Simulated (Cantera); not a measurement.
Charge: 1 mol Si, 18 mol HCl, at 1148 K and 1.33 mbar.

These are equilibrium values from Cantera (NASA tables, ideal gas, pure condensed phases), not measurements of a reactor. Candidate condensed phases: Si; 19 gas species. The tables' values for SiCl3 are old estimates; treat these amounts as uncertain. Rates play no part.

Base state: HCl 0.825, H2 0.117, SiCl4 0.0572, SiCl3 0.00118, SiCl2 0.000270, SiHCl3 0.000162 (mole fractions); condensed: gas only.

Question: What changes in the equilibrium state with this change: temperature from 1148 K to 1623 K?

Answer: 
```
species    before     after
-------  --------  --------
HCl         0.825     0.875
H2          0.117    0.0641
SiCl2    0.000270    0.0462
SiCl4      0.0572   0.00248
Cl        4.18e-6   0.00515
H         6.70e-7  0.000479
SiCl3     0.00118   0.00701
SiHCl3   0.000162   2.81e-5
```

Question: What changes in the equilibrium state with this change: HCl from 18 to 5.1 mol?

Answer: 
```csv
species,before,after
H2,0.117,0.437
HCl,0.825,0.327
SiCl4,0.0572,0.191
SiCl2,0.000270,0.0214
SiCl3,0.00118,0.0192
SiH2Cl2,5.75e-8,1.71e-5
SiHCl3,0.000162,0.00510
```
